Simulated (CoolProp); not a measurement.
Vapour-liquid equilibrium of cyclopentane (1) + octamethylcyclotetrasiloxane (D4) (2) at 299.6 K; x and y are mole fractions of (1).

Model: multi-fluid Helmholtz-energy mixture model, Gedanitz 2015 and Thol 2015; pair parameters Bell 2016, in CoolProp.

Task: Give the bubble pressure and the first vapour's composition at x = 0.35, 0.5, 0.8. Is there an azeotrope?

Result: x = 0.35: 0.01369 MPa, y = 0.993; x = 0.5: 0.02019 MPa, y = 0.996; x = 0.8: 0.03472 MPa, y = 0.999. No azeotrope shows between x = 0.05 and 0.95.

Pair parameters are fitted to limited data, so mixtures are less certain than the pure fluids.
